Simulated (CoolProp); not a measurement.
Properties of C2F6 (R116) along the isotherm 425 K.

Model: reference Helmholtz-energy equation of state, Lemmon 2006, in CoolProp. It is a short technical equation, of lower accuracy than the large ones.

| p (MPa) | phase | cp (kJ/(kg K)) | speed of sound (m/s) | Prandtl number | fugacity coefficient |
|---|---|---|---|---|---|
| 0.0241 | gas | 0.9387 | 165.3 | 0.742 | 0.9993 |
| 0.0548 | gas | 0.9391 | 165.2 | 0.743 | 0.9985 |
| 0.125 | gas | 0.9402 | 165.0 | 0.745 | 0.9966 |
| 0.284 | gas | 0.9425 | 164.4 | 0.751 | 0.9923 |
| 0.646 | gas | 0.9481 | 163.2 | 0.763 | 0.9827 |
| 1.47 | gas | 0.9621 | 160.6 | 0.793 | 0.9613 |
| 3.35 | supercritical | 1.000 | 156.0 | 0.876 | 0.9158 |
| 7.62 | supercritical | 1.103 | 155.0 | 1.12 | 0.8297 |

Viscosity comes from a separate model (Huber 2003), an estimate that may be off by 10 % or more. Thermal conductivity comes from a separate model (Huber 2003), an estimate that may be off by 10 % or more.
